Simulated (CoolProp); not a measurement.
The numbers come from the reference Helmholtz-energy equation of state, Lemmon 2006 in CoolProp. It is a short technical equation, of lower accuracy than the large ones.

Task: For C2F6 (R116), give the phase and the cp (kJ/(kg K)), conductivity (mW/(m K)), Prandtl number at 42.95 °C and 5.54 bar; 151.85 °C and 5.54 bar.

Result: 
- 42.95 °C and 5.54 bar: gas; cp 0.822, conductivity 16.3, Prandtl number 0.757
- 151.85 °C and 5.54 bar: gas; cp 0.947, conductivity 24.8, Prandtl number 0.760

Viscosity comes from a separate model (Huber 2003), an estimate that may be off by 10 % or more. Thermal conductivity comes from a separate model (Huber 2003), an estimate that may be off by 10 % or more.
